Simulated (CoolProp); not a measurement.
Properties of R1234ze(E) along the isotherm 143.75 °C (Tc = 109.4 °C, pc = 36.35 bar, ω = 0.313).

Computed with CoolProp (reference Helmholtz-energy equation of state, Thol 2016).

```tsv
p (bar)	phase	cv (kJ/(kg K))	Joule-Thomson coefficient (K/MPa)	conductivity (mW/(m K))
0.0575	gas	0.9781	7.347	23.6
0.0895	gas	0.9782	7.349	23.6
0.139	gas	0.9783	7.351	23.6
0.217	gas	0.9784	7.355	23.6
0.338	gas	0.9785	7.360	23.6
0.526	gas	0.9788	7.369	23.6
0.819	gas	0.9792	7.382	23.6
1.28	gas	0.9799	7.404	23.6
1.99	gas	0.9809	7.438	23.7
3.09	gas	0.9826	7.490	23.7
4.81	gas	0.9852	7.575	23.8
7.5	gas	0.9896	7.713	23.9
11.7	gas	0.9968	7.943	24.2
18.2	gas	1.010	8.337	24.9
```

Thermal conductivity comes from a separate model (Perkins 2011).
